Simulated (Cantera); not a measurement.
Feed: 1 mol SiH₄, 0.071 mol HCl, 6.8 mol H₂, equilibrated at 1575 °C.

These are equilibrium values from Cantera (NASA tables, ideal gas, pure condensed phases), not measurements of a reactor. Candidate condensed phases: Si; 19 gas species. The tables' values for SiCl are old estimates; treat these amounts as uncertain. Gases not in the tables: Si₂H₆ and higher silanes. Equilibrium is a limit: real reactors are often held back by kinetics, nucleation or transport.

x: gas mole fraction; n: condensed amount in mol.

| P (Pa) | x H₂ | x H | x HCl | x Si | x SiH | n Si(l) |
|---|---|---|---|---|---|---|
| 100 | 0.969 | 0.0165 | 0.00737 | 0.00627 | [?] | 0.938 |
| 220 | 0.978 | 0.0112 | 0.00747 | 0.00285 | [?] | 0.970 |
| 460 | 0.983 | 0.00775 | 0.00753 | 0.00136 | [?] | 0.985 |
| 1000 | 0.986 | 0.00527 | 0.00758 | 0.000627 | [?] | 0.992 |
| 2200 | 0.988 | 0.00355 | 0.00761 | 0.000285 | [?] | 0.995 |
| 4600 | 0.990 | 0.00246 | 0.00762 | 0.000136 | [?] | 0.996 |
| 10000 | 0.990 | 0.00167 | 0.00763 | 6.27e-5 | [?] | 0.997 |
| 22000 | 0.991 | 0.00113 | 0.00764 | 2.85e-5 | [?] | 0.998 |
| 46000 | 0.991 | 0.000778 | 0.00765 | 1.36e-5 | [?] | 0.998 |
| 100000 | 0.992 | 0.000528 | 0.00765 | 6.27e-6 | [?] | 0.998 |

Question: What belongs in the gaps?

Answer: 
- 100, x SiH: 0.000195
- 220, x SiH: 0.000132
- 460, x SiH: 9.14e-5
- 1000, x SiH: 6.21e-5
- 2200, x SiH: 4.19e-5
- 4600, x SiH: 2.90e-5
- 10000, x SiH: 1.97e-5
- 22000, x SiH: 1.33e-5
- 46000, x SiH: 9.18e-6
- 100000, x SiH: 6.23e-6
